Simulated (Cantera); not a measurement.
# SiH2Cl2 + H2O (silicon oxide and oxynitride deposition)

Feed: 1 mol SiH2Cl2, 7.9 mol H2O, at 1675 K and 0.100 bar.

Equilibrium computed with Cantera from the NASA thermochemical tables; the gas is ideal and each condensed phase is pure. Candidate condensed phases: H2O, Si, SiO2; 30 gas species. The tables hold silica as quartz up to 1696 K and as liquid above; real silica turns to tridymite and cristobalite and melts near 1996 K. Gases not in the tables: Si(OH)4. Kinetics and transport are ignored.

```
Item                                  Value
--------------------------------  ---------
x(H2O)                                0.596
x(H2)                                 0.202
x(HCl)                                0.202
x(H)                               0.000165
x(Cl)                              0.000129
x(OH)                               2.35e-5
n(SiO2(β-quartz))                 1.000 mol
gas amount                        9.902 mol
log10 activity of Si(s) (absent)     -10.45
```
